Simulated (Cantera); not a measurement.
An isothermal, constant-pressure homogeneous reactor starts with N2O : H2O = 1 : 0.078 (molar parts), at 1200 K and 0.180 bar.

Model: GRI-Mech 3.0 (53 species, 325 reactions), integrated in Cantera. GRI-Mech 3.0 was tuned for natural gas; its chemistry of N2O as a main component is partial and can be far from experiment. The mechanism lacks the step 2 NO + O2 → 2 NO2, which can matter for NO2 below about 1400 K. The temperature is held fixed by assumption; the heat of reaction is taken as removed at once.

x: mole fraction; the columns are a selection and need not sum to one.

| t (s) | x N2O | x H2O | x H2O2 | x OH | x NO |
|---|---|---|---|---|---|
| 0.000700 | 0.928 | 0.0723 | ? | 5.55e-6 | 8.97e-6 |
| 0.00188 | 0.927 | 0.0723 | ? | 1.10e-5 | 2.46e-5 |
| 0.00506 | 0.927 | 0.0723 | ? | 1.44e-5 | 6.32e-5 |
| 0.0136 | 0.925 | 0.0723 | ? | 1.68e-5 | 0.000155 |
| 0.0366 | 0.920 | 0.0722 | ? | 1.93e-5 | 0.000379 |
| 0.0984 | 0.908 | 0.0719 | ? | 2.18e-5 | 0.000981 |
| 0.265 | 0.876 | 0.0711 | ? | 2.48e-5 | 0.00268 |
| 0.711 | 0.797 | 0.0691 | ? | 2.74e-5 | 0.00703 |
| 1.91 | 0.630 | 0.0650 | ? | 2.83e-5 | 0.0164 |
| 5.14 | 0.360 | 0.0583 | ? | 2.67e-5 | 0.0310 |
| 13.8 | 0.107 | 0.0521 | ? | 2.20e-5 | 0.0435 |
| 37.2 | 0.0102 | 0.0497 | ? | 1.09e-5 | 0.0463 |
| 100 | 9.70e-5 | 0.0494 | 2.92e-10 | 3.66e-6 | 0.0461 |

Task: Some entries are withheld; supply them.

Result: 
- 0.000700, x H2O2: 1.21e-9
- 0.00188, x H2O2: 3.67e-8
- 0.00506, x H2O2: 1.88e-7
- 0.0136, x H2O2: 1.39e-7
- 0.0366, x H2O2: 8.58e-8
- 0.0984, x H2O2: 5.05e-8
- 0.265, x H2O2: 2.70e-8
- 0.711, x H2O2: 1.69e-8
- 1.91, x H2O2: 1.37e-8
- 5.14, x H2O2: 1.15e-8
- 13.8, x H2O2: 8.05e-9
- 37.2, x H2O2: 2.26e-9
